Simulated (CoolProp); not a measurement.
Vapour-liquid equilibrium of CHF3 (R23) (1) + R152A (2) at 0.365 bar; x and y are mole fractions of (1).

The numbers come from the multi-fluid Helmholtz-energy mixture model, Penoncello 2003 and Outcalt 1996; pair parameters Bell 2016 in CoolProp.

```tsv
x	bubble temperature (°C)	y at the bubble point	dew temperature at overall composition x (°C)	liquid density (mol/L)
0.05	-54.5	0.444	-45.8	16.39
0.2	-71.7	0.849	-48.7	17.41
0.35	-81.0	0.941	-52.0	18.25
0.5	-87.1	0.973	-56.0	19.03
0.65	-91.4	0.988	-61.2	19.78
0.8	-94.7	0.995	-68.4	20.52
0.95	-97.2	0.999	-82.5	21.26
```

No azeotrope shows between x = 0.05 and 0.95.

Pair parameters are fitted to limited data, so mixtures are less certain than the pure fluids.
